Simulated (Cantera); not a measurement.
# Ignition delay

Mixture: 7.12 % CH4, 19.5 % O2, 73.4 % N2, equivalence ratio 0.73, at 5.00 bar, adiabatic and at constant pressure. Ignition delay is the time to a rise of 400 K.

Model: GRI-Mech 3.0 (53 species, 325 reactions), integrated in Cantera.

```tsv
T0 (K)	delay (ms)
1025	105
1100	33.3
1175	11.8
1250	4.55
1325	1.87
1400	0.816
```

- apparent activation energy between 1250 and 1400 K = 170 kJ/mol
